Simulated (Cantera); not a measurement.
A Cantera script and what it prints.

```python
import numpy as np
import cantera as ct

gas_names = [...]  # 135 gases of nasa_gas.yaml made of C, Cl, F, H
cond_names = """
    C(gr) C6H6(L) C7H8(L) C8H18(L),n-octa
""".split()


# ... load() reads the species with a 1 bar reference pressure and builds the phases ...
atoms = {
    'c-C4F8': {'C': 4, 'F': 8},
    'HCl': {'H': 1, 'CL': 1},
}
top_T = {'C(gr)': 4500}  # K; cautious upper limits of use, not melting points


# ... equilibrate(T, P, feed) seeds the gas with the atoms and calls Mixture.equilibrate('TP', solver="vcs", rtol=1e-11, max_steps=5000) ...
results = []
feed = {'c-C4F8': 1, 'HCl': 0.048}  # mol
P = 6100  # Pa
for T in [3000, 3250, 3500, 3750, 4000, 4250, 4500, 4750, 5000]:
    mix = equilibrate(T, P, feed)
    results.append((T, P, feed, dict(zip(mix.species_names, mix.species_moles))))
    x = sorted(zip(gas.X, gas.species_names), reverse=True)
    print(f"T = {T:g} K  P = {P:g} Pa  gas = {mix.phase_moles(0):.4g} mol")
    print("   x: " + "  ".join(f"{s} {v:.3e}" for v, s in x if v > 0.001))
    print("   condensed (mol): " + ("  ".join(f"{mix.phase(i).name} {mix.phase_moles(i):.4g}"
          for i in range(1, mix.n_phases) if mix.phase_moles(i) > 1e-12) or "none"))
```

It prints:

```
T = 3000 K  P = 6100 Pa  gas = 6.805 mol
   x: F 7.098e-01  CF2 1.858e-01  CF 8.211e-02  CL 7.047e-03  HF 7.027e-03  C3 5.114e-03  CF3 1.204e-03
   condensed (mol): C(gr) 2.044
T = 3250 K  P = 6100 Pa  gas = 8.168 mol
   x: F 7.179e-01  CF 1.336e-01  CF2 6.077e-02  C3 5.937e-02  C 7.451e-03  C2 6.337e-03  CL 5.872e-03  HF 5.744e-03  C5 2.186e-03
   condensed (mol): C(gr) 0.6884
T = 3500 K  P = 6100 Pa  gas = 9.084 mol
   x: F 7.361e-01  CF 1.133e-01  C3 8.118e-02  C 2.694e-02  C2 1.644e-02  CF2 1.322e-02  CL 5.281e-03  HF 4.773e-03  C5 1.664e-03
   condensed (mol): none
T = 3750 K  P = 6100 Pa  gas = 9.628 mol
   x: F 7.391e-01  CF 8.244e-02  C 7.032e-02  C3 6.673e-02  C2 2.752e-02  CL 4.983e-03  HF 3.521e-03  CF2 2.908e-03  H 1.445e-03
   condensed (mol): none
T = 4000 K  P = 6100 Pa  gas = 10.33 mol
   x: F 7.177e-01  C 1.448e-01  CF 5.360e-02  C3 3.949e-02  C2 3.416e-02  CL 4.645e-03  H 2.705e-03  HF 1.925e-03
   condensed (mol): none
T = 4250 K  P = 6100 Pa  gas = 11.11 mol
   x: F 6.891e-01  C 2.287e-01  CF 3.010e-02  C2 2.880e-02  C3 1.445e-02  CL 4.320e-03  H 3.489e-03
   condensed (mol): none
T = 4500 K  P = 6100 Pa  gas = 11.64 mol
   x: F 6.718e-01  C 2.844e-01  C2 1.698e-02  CF 1.507e-02  CL 4.123e-03  H 3.782e-03  C3 3.362e-03
   condensed (mol): none
T = 4750 K  P = 6100 Pa  gas = 11.89 mol
   x: F 6.652e-01  C 3.100e-01  C2 8.504e-03  CF 7.360e-03  CL 4.036e-03  H 3.888e-03
   condensed (mol): none
T = 5000 K  P = 6100 Pa  gas = 12 mol
   x: F 6.629e-01  C 3.207e-01  C2 4.183e-03  CL 4.000e-03  H 3.930e-03  CF 3.712e-03
   condensed (mol): none
```

These are equilibrium values from Cantera (NASA tables, ideal gas, pure condensed phases), not measurements of a reactor. The feed counts by its element totals alone. Gases not in the tables: C2F6 and larger saturated fluorocarbons.
